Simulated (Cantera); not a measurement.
Charge: 1 mol MgO, 0.47 mol H2S, 1.2 mol H2O, held at 1 atm.

These are equilibrium values from Cantera (NASA tables, ideal gas, pure condensed phases), not measurements of a reactor. Candidate condensed phases: H2O, H2SO4, Mg, MgO, Mg(OH)2, MgS, MgSO4, S; 26 gas species. Gases not in the tables: S3 to S7. Kinetics and transport are ignored. All values below are at 950 K.

Base state: H2O 0.712, H2S 0.267, H2 0.0143, S2 0.00598, SO2 0.000740, S2O 3.50e-5 (mole fractions); condensed: MgO(s).

**Question.** What changes in the equilibrium state with this change: H2S from 0.47 to 0.12 mol?

**Answer.** 
| species | before | after |
|---|---|---|
| H2O | 0.712 | 0.902 |
| H2S | 0.267 | 0.0855 |
| H2 | 0.0143 | 0.00862 |
| S2 | 0.00598 | 0.00168 |
| SO2 | 0.000740 | 0.00173 |
| S2O | 3.50e-5 | 2.07e-5 |
| MgO(s), mol | 1.00 | 1.00 |
